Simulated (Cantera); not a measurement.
Feed: 1 mol C3H8, 0.12 mol H2O, at 2423 K.

Equilibrium computed with Cantera from the NASA thermochemical tables; the gas is ideal and each condensed phase is pure. Candidate condensed phases: C, C6H6, C7H8, C8H18, H2O; 110 gas species. The ideal-gas law is rough above about 30 bar. The numbers say what is thermodynamically allowed, not how fast it happens.

x: gas mole fraction; n: condensed amount in mol.

```tsv
P (Pa)	x H2	x H	x CO	x CH4	x C2H2 (acetylene)	x C3	n C(graphite)
10	0.195	0.784	0.0171	6.51e-10	0.00151	[?]	2.82
46	0.432	0.543	0.0206	1.47e-8	0.00334	[?]	2.83
220	0.663	0.308	0.0239	1.65e-7	0.00513	[?]	2.83
1000	0.808	0.159	0.0260	1.11e-6	0.00625	[?]	2.82
4600	0.888	0.0779	0.0272	6.19e-6	0.00687	[?]	2.82
22000	0.928	0.0364	0.0278	3.24e-5	0.00718	[?]	2.82
100000	0.947	0.0173	0.0281	0.000153	0.00733	[?]	2.82
460000	0.955	0.00808	0.0282	0.000717	0.00739	[?]	2.81
2200000	0.957	0.00370	0.0283	0.00344	0.00740	[?]	2.80
10000000	0.946	0.00172	0.0287	0.0153	0.00732	[?]	2.75
```

### Question
Some entries are withheld; supply them.

### Answer

- 10, x C3: 0.00144
- 46, x C3: 0.000313
- 220, x C3: 6.55e-5
- 1000, x C3: 1.44e-5
- 4600, x C3: 3.13e-6
- 22000, x C3: 6.55e-7
- 100000, x C3: 1.44e-7
- 460000, x C3: 3.13e-8
- 2200000, x C3: 6.55e-9
- 10000000, x C3: 1.44e-9
